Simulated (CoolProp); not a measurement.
Vapour-liquid equilibrium of R1234yf (1) + isobutane (2) at -74.25 °C; x and y are mole fractions of (1).

Model: multi-fluid Helmholtz-energy mixture model, Lemmon 2022 and Bücker 2006; pair parameters Bell 2016, in CoolProp.

```json
[
 {"x": "0.05", "bubble pressure (kPa)": "5.363", "y at the bubble point": "0.373", "dew pressure at overall composition x (kPa)": "3.690", "liquid density (mol/L)": "11.35"},
 {"x": "0.2", "bubble pressure (kPa)": "7.869", "y at the bubble point": "0.612", "dew pressure at overall composition x (kPa)": "4.320", "liquid density (mol/L)": "11.41"},
 {"x": "0.35", "bubble pressure (kPa)": "8.563", "y at the bubble point": "0.664", "dew pressure at overall composition x (kPa)": "5.200", "liquid density (mol/L)": "11.49"},
 {"x": "0.5", "bubble pressure (kPa)": "8.808", "y at the bubble point": "0.688", "dew pressure at overall composition x (kPa)": "6.495", "liquid density (mol/L)": "11.59"},
 {"x": "0.65", "bubble pressure (kPa)": "8.963", "y at the bubble point": "0.718", "dew pressure at overall composition x (kPa)": "8.389", "liquid density (mol/L)": "11.72"},
 {"x": "0.8", "bubble pressure (kPa)": "9.001", "y at the bubble point": "0.779", "dew pressure at overall composition x (kPa)": "8.969", "liquid density (mol/L)": "11.87"},
 {"x": "0.95", "bubble pressure (kPa)": "8.616", "y at the bubble point": "0.917", "dew pressure at overall composition x (kPa)": "8.491", "liquid density (mol/L)": "12.05"}
]
```

y crosses x between x = 0.65 and 0.8: the model has an azeotrope there.

Pair parameters are fitted to limited data, so mixtures are less certain than the pure fluids. With so large a gap from Raoult's law the liquid may split in two, which this calculation doesn't test in full.
